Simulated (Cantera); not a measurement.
Input (Python, Cantera):

```python
import numpy as np
import cantera as ct

surf = ct.Interface("diamond.yaml", "diamond_100")
gas, bulk = surf.adjacent["gas"], surf.adjacent["diamond"]
k = surf.kinetics_species_index(bulk.species_names[0])
cover = ["c6HH", "c6H*", "c6*H", "c6**", "c6HM", "c6B"]

rows, drift = [], 0.0
print(f"{'xH':>10s}{'um/h':>11s}" + "".join(f"{s:>11s}" for s in cover))
for v in [0.0001, 0.00024, 0.00059, 0.0014, 0.0035, 0.0084, 0.02, 0.049, 0.12]:
    T, P, xH, xCH3 = 1200, 2800, v, 3.9e-05
    gas.TPX = T, P, {"H": xH, "CH3": xCH3, "CH4": 0.025, "H2": 1 - xH - xCH3 - 0.025}
    surf.TP = bulk.TP = T, P
    surf.coverages = "c6H*:0.1, c6HH:0.9"
    surf.advance_coverages(100.0)
    before = surf.coverages
    surf.advance_coverages(100.0)
    drift = max(drift, np.max(np.abs(surf.coverages - before) / (surf.coverages + 1e-9)))
    rate = surf.net_production_rates[k] * bulk.mean_molecular_weight / bulk.density * 3.6e9
    rows.append([rate, *surf[cover].coverages])
    print(f"{v:10.4g}{rate:11.4e}" + "".join(f"{x:11.3e}" for x in rows[-1][1:]))
```

It prints:

```
        xH       um/h       c6HH       c6H*       c6*H       c6**       c6HM        c6B
    0.0001 1.3775e-02  6.159e-01  2.738e-02  3.505e-01  5.194e-03  2.072e-04  3.738e-11
   0.00024 3.5684e-02  5.300e-01  3.315e-02  4.244e-01  1.136e-02  2.783e-04  9.683e-11
   0.00059 7.1653e-02  4.796e-01  3.626e-02  4.641e-01  1.892e-02  3.372e-04  1.944e-10
    0.0014 1.2287e-01  4.558e-01  3.758e-02  4.809e-01  2.475e-02  3.667e-04  3.334e-10
    0.0035 2.1510e-01  4.445e-01  3.816e-02  4.882e-01  2.838e-02  3.601e-04  5.837e-10
    0.0084 3.6989e-01  4.399e-01  3.841e-02  4.910e-01  3.006e-02  3.132e-04  1.004e-09
      0.02 5.9295e-01  4.380e-01  3.857e-02  4.922e-01  3.083e-02  2.325e-04  1.609e-09
     0.049 8.3771e-01  4.372e-01  3.879e-02  4.925e-01  3.121e-02  1.404e-04  2.273e-09
      0.12 1.0210e+00  4.369e-01  3.924e-02  4.923e-01  3.146e-02  7.125e-05  2.771e-09
```

Detailed kinetics in Cantera: the Harris–Goodwin 1993 mechanism for the reconstructed diamond (100) surface.
